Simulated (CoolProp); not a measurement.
Vapour-liquid equilibrium of p-xylene (1) + n-undecane (2) at 405.9 K; x and y are mole fractions of (1).

The numbers come from the multi-fluid Helmholtz-energy mixture model, Zhou 2012 and Aleksandrov 2011; pair parameters Bell 2016 in CoolProp.

| x | bubble pressure, mixture model (MPa) | bubble pressure, Raoult's law (MPa) | y, mixture model | y, Raoult's law |
|---|---|---|---|---|
| 0.05 | 0.01922 | 0.01948 | 0.210 | 0.223 |
| 0.15 | 0.02592 | 0.02660 | … | 0.491 |
| 0.25 | … | 0.03372 | … | 0.646 |
| 0.35 | … | 0.04083 | 0.734 | 0.746 |
| 0.45 | 0.04673 | 0.04795 | … | 0.817 |
| 0.55 | 0.05389 | 0.05507 | … | 0.870 |
| 0.65 | … | 0.06219 | 0.906 | 0.910 |
| 0.75 | … | 0.06930 | 0.940 | 0.943 |
| 0.85 | 0.07592 | 0.07642 | 0.968 | 0.969 |
| 0.95 | 0.08337 | 0.08354 | 0.990 | 0.990 |

Task: What belongs in the gaps?

Result: 
- 0.15, y, mixture model: 0.472
- 0.25, bubble pressure, mixture model (MPa): 0.03274
- 0.25, y, mixture model: 0.629
- 0.35, bubble pressure, mixture model (MPa): 0.03968
- 0.45, y, mixture model: 0.808
- 0.55, y, mixture model: 0.863
- 0.65, bubble pressure, mixture model (MPa): 0.06115
- 0.75, bubble pressure, mixture model (MPa): 0.06850

The largest gap from Raoult's law is -2.9 % in bubble pressure, at x = 0.25. No azeotrope shows between x = 0.05 and 0.95.

Pair parameters are fitted to limited data, so mixtures are less certain than the pure fluids.
